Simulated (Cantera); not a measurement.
An isothermal, constant-pressure homogeneous reactor starts with N₂O : O₂ = 1 : 0.11 (molar parts), at 1250 K and 0.132 atm.

Model: GRI-Mech 3.0 (53 species, 325 reactions), integrated in Cantera. GRI-Mech 3.0 was tuned for natural gas; its chemistry of N2O as a main component is partial and can be far from experiment. The mechanism lacks the step 2 NO + O2 → 2 NO2, which can matter for NO2 below about 1400 K. The temperature is held fixed by assumption; the heat of reaction is taken as removed at once.

One state of this run: x N₂O = 0.280; x O₂ = 0.266; x NO₂ = 7.91e-5; x N₂ = 0.402; x NO = 0.0529; x O = 3.46e-6. x: mole fraction; the columns are a selection and need not sum to one.

Which value of t (s) does it belong to?
(A) 0.00256
(B) 4.68
(C) 40.0
(D) 0.187

B, 4.68
